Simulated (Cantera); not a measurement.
Cantera run, input and output.

```python
import numpy as np
import cantera as ct

gas = ct.Solution("gri30.yaml", transport_model="multicomponent")
show = ['O', 'H2O', 'NH3']

rows = []
print(f"{'T/K':>7s}{'rho':>11s}{'cp':>10s}{'mu':>11s}{'lambda':>11s}{'Pr':>7s}" + "".join(f"{'D_' + s:>11s}" for s in show))
for T in [400, 550, 700, 850, 1000, 1150, 1300, 1450]:
    gas.TPX = T, 75, {'NO': 0.59, 'CO2': 0.39}
    Pr = gas.cp_mass * gas.viscosity / gas.thermal_conductivity
    D = [gas.mix_diff_coeffs_mole[gas.species_index(s)] for s in show]
    rows.append([gas.density, gas.cp_mass, gas.viscosity, gas.thermal_conductivity, Pr, *D])
    print(f"{T:7g}{gas.density:11.4e}{gas.cp_mass:10.1f}{gas.viscosity:11.4e}"
          f"{gas.thermal_conductivity:11.4e}{Pr:7.3f}" + "".join(f"{d:11.4e}" for d in D))
print("SI units: kg/m3, J/kg/K, Pa s, W/m/K, m2/s")
```

Result:

```
    T/K        rho        cp         mu     lambda     Pr        D_O      D_H2O      D_NH3
    400 8.0234e-04     968.7 2.1573e-05 2.9420e-02  0.710 6.5033e-02 4.6095e-02 4.4826e-02
    550 5.8352e-04    1037.2 2.7586e-05 3.9972e-02  0.716 1.1261e-01 8.4787e-02 8.1686e-02
    700 4.5848e-04    1096.7 3.2895e-05 5.0205e-02  0.719 1.6959e-01 1.3262e-01 1.2692e-01
    850 3.7757e-04    1144.5 3.7718e-05 5.9960e-02  0.720 2.3517e-01 1.8857e-01 1.7960e-01
   1000 3.2093e-04    1182.7 4.2183e-05 6.9216e-02  0.721 3.0875e-01 2.5189e-01 2.3907e-01
   1150 2.7907e-04    1210.3 4.6370e-05 7.7815e-02  0.721 3.8988e-01 3.2203e-01 3.0485e-01
   1300 2.4687e-04    1233.2 5.0334e-05 8.6045e-02  0.721 4.7820e-01 3.9857e-01 3.7656e-01
   1450 2.2133e-04    1252.0 5.4116e-05 9.3926e-02  0.721 5.7341e-01 4.8117e-01 4.5390e-01
SI units: kg/m3, J/kg/K, Pa s, W/m/K, m2/s
```

Detailed kinetics in Cantera: GRI-Mech 3.0 (53 species, 325 reactions). The composition is frozen, though it would react at the higher temperatures.
